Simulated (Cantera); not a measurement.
A Cantera script and what it prints.

```python
import numpy as np
import cantera as ct

gas_names = """
    S2 PbS CS2
""".split()
cond_names = """
    Pb(cr) Pb(L) Ni(cr) Ni(L) Ni3S4(s) Na(cr) Na(L) Na2S(1) Na2S(2) Na2S(L) Ba(cr) Ba(L) BaS(s) C(gr)
    NiS2(s) NiS2(L)
""".split()


# ... load() reads the species with a 1 bar reference pressure and builds the phases ...
species = {s.name: s for s in load("nasa_gas.yaml", gas_names) + load("nasa_condensed.yaml", cond_names)}
# Each term lists the table entries of one substance; the one whose range holds T is used.
reactions = {
    '2 Pb + S2(g) = 2 PbS(g)':
        [(-2, ['Pb(cr)', 'Pb(L)']), (-1, ['S2']), (2, ['PbS'])],
    '1.5 Ni + S2(g) = 0.5 Ni3S4':
        [(-1.5, ['Ni(cr)', 'Ni(L)']), (-1, ['S2']), (0.5, ['Ni3S4(s)'])],
    '4 Na + S2(g) = 2 Na2S':
        [(-4, ['Na(cr)', 'Na(L)']), (-1, ['S2']), (2, ['Na2S(1)', 'Na2S(2)', 'Na2S(L)'])],
    '2 Ba + S2(g) = 2 BaS':
        [(-2, ['Ba(cr)', 'Ba(L)']), (-1, ['S2']), (2, ['BaS(s)'])],
    'C + S2(g) = CS2(g)':
        [(-1, ['C(gr)']), (-1, ['S2']), (1, ['CS2'])],
    'Ni + S2(g) = NiS2':
        [(-1, ['Ni(cr)', 'Ni(L)']), (-1, ['S2']), (1, ['NiS2(s)', 'NiS2(L)'])],
}


def pick(names, T):
    return next(species[n] for n in names if species[n].thermo.min_temp <= T <= species[n].thermo.max_temp)


results = []
for label, terms in reactions.items():
    print(label)
    print("     T/K   dH/kJ  dS/(J/K)   dG/kJ   log10 K")
    for T in [398, 423, 448, 473, 498]:
        used = [(nu, pick(names, T)) for nu, names in terms]
        dH = sum(nu * s.thermo.h(T) for nu, s in used) / 1e6
        dS = sum(nu * s.thermo.s(T) for nu, s in used) / 1e3
        dG = dH - T * dS / 1e3
        logK = -dG * 1e6 / (ct.gas_constant * T * np.log(10))
        results.append((label, T, dH, dS, dG, logK, [s.name for _, s in used]))
        print(f"{T:8g} {dH:8.1f} {dS:8.1f} {dG:8.1f} {logK:8.2f}")
```

Result:

```
2 Pb + S2(g) = 2 PbS(g)
     T/K   dH/kJ  dS/(J/K)   dG/kJ   log10 K
     398    133.6    140.2     77.8   -10.21
     423    133.1    139.1     74.3    -9.17
     448    132.7    138.1     70.8    -8.26
     473    132.2    137.0     67.4    -7.44
     498    131.7    136.1     64.0    -6.71
1.5 Ni + S2(g) = 0.5 Ni3S4
     T/K   dH/kJ  dS/(J/K)   dG/kJ   log10 K
     398   -277.8   -176.5   -207.5    27.24
     423   -277.5   -175.8   -203.1    25.08
     448   -277.1   -175.0   -198.8    23.17
     473   -276.8   -174.2   -194.4    21.47
     498   -276.4   -173.4   -190.0    19.93
4 Na + S2(g) = 2 Na2S
     T/K   dH/kJ  dS/(J/K)   dG/kJ   log10 K
     398   -869.7   -265.2   -764.2   100.29
     423   -869.5   -264.6   -757.5    93.54
     448   -869.2   -264.0   -750.9    87.55
     473   -868.9   -263.4   -744.3    82.20
     498   -868.6   -262.7   -737.8    77.38
2 Ba + S2(g) = 2 BaS
     T/K   dH/kJ  dS/(J/K)   dG/kJ   log10 K
     398  -1054.7   -193.5   -977.6   128.31
     423  -1054.5   -193.0   -972.8   120.13
     448  -1054.2   -192.5   -968.0   112.86
     473  -1054.1   -192.1   -963.2   106.37
     498  -1053.9   -191.7   -958.4   100.52
C + S2(g) = CS2(g)
     T/K   dH/kJ  dS/(J/K)   dG/kJ   log10 K
     398    -11.0      5.2    -13.1     1.72
     423    -10.9      5.4    -13.2     1.63
     448    -10.8      5.6    -13.4     1.56
     473    -10.8      5.8    -13.5     1.49
     498    -10.7      5.9    -13.7     1.43
Ni + S2(g) = NiS2
     T/K   dH/kJ  dS/(J/K)   dG/kJ   log10 K
     398   -258.7   -183.0   -185.8    24.39
     423   -258.4   -182.4   -181.3    22.38
     448   -258.2   -181.9   -176.7    20.60
     473   -258.0   -181.4   -172.2    19.01
     498   -257.7   -180.9   -167.7    17.58
```

Cantera with NASA thermochemical tables; ideal gases at 1 bar, condensed phases pure. Condensed species are held in their standard states even where they would react or evaporate.
